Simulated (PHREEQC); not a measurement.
Make-up at 20 °C: 0.24 mol HCl, 0.041 mol Li2SO4 and 5.4e-05 mol Na2SO4 per kg of water. It is in equilibrium with CO2 at log p = -3.4 (atm). Otherwise closed; pH follows from the charge balance.

All values are PHREEQC results (ion-association model, phreeqc.dat), not measurements.

No solid was allowed to form.

### Question
Estimate the pH, activity of water, specific conductance.

### Answer
pH 0.79; activity of water 0.990; specific conductance 64900 µS/cm.

### Question
In which forms is S present?

### Answer
HSO4- 82 %, SO4-2 17 %, LiSO4- 1.6 % of the S.
